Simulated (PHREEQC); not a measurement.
0.014 g of hydrous ferric oxide (600 m²/g; 0.2 weak and 0.005 strong sites per Fe, Dzombak-Morel constants, diffuse double layer) in 1 kg of water with 0.05 mol/kgw of an inert sodium salt and 4.9e-08 mol/kgw ZnSO4, 3.8e-05 mol/kgw BaCl2 and 2.2e-05 mol/kgw CaCl2, at 25 °C; the pH is set by adding NaOH or the inert anion's acid. Oxygen alone is held at its pressure in air (log pO2 = -0.68). CO2 from the air is kept out. Nothing may precipitate in this run.

Base run: PHREEQC, ion-association model, wateq4f.dat. Each further column changes one thing. The table gives Zn sorbed (%).

| pH | base | no electrostatic term (-no_edl) | background salt from 0.05 to 0.005 mol/kgw | oxide from 0.014 to 0.07 g/kgw | 1.4e-05 mol/kgw Ag2SO4 added |
|---|---|---|---|---|---|
| 4 | 0.0 | 0.0 | 0.0 | 0.0 | 0.0 |
| 4.38 | 0.0 | 0.0 | 0.0 | 0.0 | 0.0 |
| 4.75 | 0.0 | 0.1 | 0.0 | 0.2 | 0.0 |
| 5.5 | 0.7 | 1.7 | 0.7 | 3.6 | 0.9 |
| 5.88 | 3.3 | 8.2 | 3.1 | 14.5 | 3.3 |
| 6.25 | 13.0 | 27.7 | 13.4 | 42.9 | 10.3 |
| 6.62 | 39.8 | 58.1 | 42.5 | 77.0 | 25.5 |
| 7.38 | 92.4 | 92.6 | 94.0 | 98.5 | 71.7 |
| 7.75 | 97.3 | 96.9 | 97.8 | 99.5 | 87.4 |
| 8.12 | 98.6 | 98.5 | 98.7 | 99.7 | 95.2 |
| 8.5 | 98.9 | 99.0 | 98.9 | 99.8 | 98.0 |
| 9.25 | 98.2 | 97.3 | 98.0 | 99.7 | 97.9 |
| 9.62 | 96.0 | 92.5 | 95.3 | 99.4 | 94.9 |
| 10 | 88.4 | 76.2 | 85.8 | 98.9 | 83.9 |

 In at least one series the solution becomes supersaturated in solids that the run did not let form, among them Cerargyrite.
